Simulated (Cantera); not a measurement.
What does this Cantera script print?

```python
import numpy as np
import cantera as ct

gas = ct.Solution("gri30.yaml", transport_model="mixture-averaged")
show = ['H2O', 'H2', 'CO2']

rows = []
print(f"{'T/K':>7s}{'rho':>11s}{'cp':>10s}{'mu':>11s}{'lambda':>11s}{'Pr':>7s}" + "".join(f"{'D_' + s:>11s}" for s in show))
for T in [400, 550, 700, 850, 1000, 1150]:
    gas.TPX = T, 100000, {'H2': 0.71, 'CH4': 0.82, 'N2': 0.98, 'CO': 0.22}
    Pr = gas.cp_mass * gas.viscosity / gas.thermal_conductivity
    D = [gas.mix_diff_coeffs_mole[gas.species_index(s)] for s in show]
    rows.append([gas.density, gas.cp_mass, gas.viscosity, gas.thermal_conductivity, Pr, *D])
    print(f"{T:7g}{gas.density:11.4e}{gas.cp_mass:10.1f}{gas.viscosity:11.4e}"
          f"{gas.thermal_conductivity:11.4e}{Pr:7.3f}" + "".join(f"{d:11.4e}" for d in D))
print("SI units: kg/m3, J/kg/K, Pa s, W/m/K, m2/s")
```

Result:

```
    T/K        rho        cp         mu     lambda     Pr      D_H2O       D_H2      D_CO2
    400 5.3090e-01    1850.9 1.9194e-05 6.8893e-02  0.516 4.9547e-05 1.2586e-04 3.4772e-05
    550 3.8611e-01    2019.3 2.4053e-05 9.0468e-02  0.537 9.0075e-05 2.1502e-04 6.1155e-05
    700 3.0337e-01    2195.9 2.8353e-05 1.1184e-01  0.557 1.3970e-04 3.2164e-04 9.2899e-05
    850 2.4984e-01    2362.7 3.2279e-05 1.3299e-01  0.573 1.9743e-04 4.4426e-04 1.2950e-04
   1000 2.1236e-01    2514.1 3.5933e-05 1.5386e-01  0.587 2.6254e-04 5.8186e-04 1.7059e-04
   1150 1.8466e-01    2643.4 3.9377e-05 1.7441e-01  0.597 3.3452e-04 7.3362e-04 2.1590e-04
SI units: kg/m3, J/kg/K, Pa s, W/m/K, m2/s
```

Cantera simulation using GRI-Mech 3.0 (53 species, 325 reactions); the numbers are that mechanism's predictions, not measurements. The composition is frozen, though it would react at the higher temperatures.
